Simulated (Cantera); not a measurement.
Feed: 1 mol CH₃F, 0.034 mol HCl, equilibrated at 800 K and 1000 Pa.

These are equilibrium values from Cantera (NASA tables, ideal gas, pure condensed phases), not measurements of a reactor. The numbers say what is thermodynamically allowed, not how fast it happens.

| species | before | after |
|---|---|---|
| CF₄ | <1e-9 | 0.977 |
| HF | 0.493 | 0.00968 |
| HCl | 0.0168 | 0.00701 |
| H₂ | 0.487 | <1e-9 |
| CClF₃ | <1e-9 | 0.00368 |
| CH₄ | 0.00319 | <1e-9 |
| Cl₂ | <1e-9 | 0.00298 |
| CCl₂F₂ | <1e-9 | 2.45e-5 |
| C(graphite), mol | 0.994 | 2.00 |
Gas species are given as mole fractions.

Which change was made?
A. CH₃F replaced by c-C₄F₈
B. HCl from 0.034 to 0.83 mol
C. pressure from 1000 Pa to 2000 Pa
D. CH₃F replaced by CHF₃

A, CH₃F replaced by c-C₄F₈. The feed counts by its element totals alone. Condensed phases not in the tables: fluorocarbon polymer. Gases not in the tables: C₂F₆ and larger saturated fluorocarbons
